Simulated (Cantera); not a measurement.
A perfectly stirred reactor is fed with C2H6 : O2 : N2 : CO2 = 1 : 2.19 : 8.22 : 1.2 (molar parts), equivalence ratio 1.6, at 1.00 atm; it is adiabatic with a 425 K inlet, and is followed from long to short residence time, starting on the burning branch (τ in s: 0.091, 0.037, 0.015, 0.0062, 0.0025, 0.001, 0.00042, 0.00017, 6.9e-05).

Model: GRI-Mech 3.0 (53 species, 325 reactions), integrated in Cantera.

Question: Predict: blow-out, bracketed by the residence times tried; x(C2H6) at τ = 91.0 ms; x(O2) at τ = 91.0 ms; x(CO2) at τ = 91.0 ms; x(CH3) at τ = 91.0 ms; x(HCN) at τ = 91.0 ms; x(C2H6) at τ = 2.50 ms; x(O2) at τ = 2.50 ms; x(CO2) at τ = 2.50 ms; x(CH3) at τ = 2.50 ms; x(HCN) at τ = 2.50 ms.

Answer: 
```json
{
  "blow_out_bracketed_by_the_residence_times_tried": "burning at 2.50 ms, out at 1.00 ms",
  "x(C2H6) at τ = 91.0 ms": "1.07e-5",
  "x(O2) at τ = 91.0 ms": "0.000562",
  "x(CO2) at τ = 91.0 ms": "0.0990",
  "x(CH3) at τ = 91.0 ms": "0.000161",
  "x(HCN) at τ = 91.0 ms": "3.25e-5",
  "x(C2H6) at τ = 2.50 ms": "0.000209",
  "x(O2) at τ = 2.50 ms": "0.00618",
  "x(CO2) at τ = 2.50 ms": "0.100",
  "x(CH3) at τ = 2.50 ms": "0.000725",
  "x(HCN) at τ = 2.50 ms": "3.56e-5"
}
```
